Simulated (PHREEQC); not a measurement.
Synthetic water in mg/L, 20 °C, pH 7.49, pe 10.3: Na 0.00785; K 0.0127; Ca 0.0125; Mg 0.00261; Cl 0.00672; S(6) as SO4 0.00742; Alkalinity as HCO3 0.0714; Cd 0.000878; O(0) (dissolved oxygen) 0.000281; Pb 0.00106; N(5) as NO3 0.00123.

Valence states are taken as typed.

Equilibrium calculation in PHREEQC: ion-association model, phreeqc.dat.

This is a speciation only: nothing precipitates in the calculation.

Question: Order these Pb species by the share of Pb that they hold, largest first: PbCO3, Pb+2, PbOH+, Pb(OH)2.

Answer: Pb+2 (61 %), PbOH+ (37 %), PbCO3 (1.4 %), Pb(OH)2 (0.44 %)

Question: Order these C species by the share of C that they hold, largest first: CO2, CO3-2, HCO3-.

Answer: HCO3- (93 %), CO2 (7.2 %), CO3-2 (0.12 %)

The pH is 7.49 and the ionic strength 2.07e-6 mol/kgw. Complexes and solids missing from the database can't appear.
